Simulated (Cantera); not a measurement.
## CO + CO₂ (carbon deposition, reforming and gasification)

Input: 1 mol CO, 3.7 mol CO₂, held at 24.0 mbar.

Equilibrium computed with Cantera from the NASA thermochemical tables; the gas is ideal and each condensed phase is pure. Candidate condensed phases: C; 23 gas species. Ions and electrons are included (thermal ionisation). The numbers say what is thermodynamically allowed, not how fast it happens.

```json
[
 {"T (K)": "2500", "x CO": "0.393", "x CO₂": "0.491", "x O": "0.0278", "x O₂": "0.0885", "x C": "<1e-12", "x e-": "1.84e-11"},
 {"T (K)": "2750", "x CO": "0.527", "x CO₂": "0.240", "x O": "0.103", "x O₂": "0.130", "x C": "8.85e-12", "x e-": "3.20e-10"},
 {"T (K)": "3000", "x CO": "0.579", "x CO₂": "0.0862", "x O": "0.233", "x O₂": "0.102", "x C": "2.34e-10", "x e-": "2.64e-9"},
 {"T (K)": "3250", "x CO": "0.575", "x CO₂": "0.0253", "x O": "0.352", "x O₂": "0.0476", "x C": "4.53e-9", "x e-": "1.21e-8"},
 {"T (K)": "3500", "x CO": "0.566", "x CO₂": "0.00719", "x O": "0.411", "x O₂": "0.0166", "x C": "6.97e-8", "x e-": "3.91e-8"},
 {"T (K)": "3750", "x CO": "0.562", "x CO₂": "0.00224", "x O": "0.430", "x O₂": "0.00563", "x C": "8.19e-7", "x e-": "1.17e-7"},
 {"T (K)": "4000", "x CO": "0.560", "x CO₂": "0.000790", "x O": "0.437", "x O₂": "0.00207", "x C": "7.32e-6", "x e-": "3.74e-7"},
 {"T (K)": "4250", "x CO": "0.560", "x CO₂": "0.000314", "x O": "0.439", "x O₂": "0.000840", "x C": "5.11e-5", "x e-": "1.22e-6"},
 {"T (K)": "4500", "x CO": "0.559", "x CO₂": "0.000138", "x O": "0.440", "x O₂": "0.000375", "x C": "0.000289", "x e-": "3.82e-6"},
 {"T (K)": "4750", "x CO": "0.557", "x CO₂": "6.60e-5", "x O": "0.441", "x O₂": "0.000183", "x C": "0.00136", "x e-": "1.17e-5"},
 {"T (K)": "5000", "x CO": "0.551", "x CO₂": "3.39e-5", "x O": "0.443", "x O₂": "9.62e-5", "x C": "0.00544", "x e-": "3.67e-5"}
]
```
x: gas mole fraction; nothing condenses.

From 2500 K to 5000 K nothing is condensed. The main C-bearing gas is CO₂ at 2500 K and CO at 5000 K.
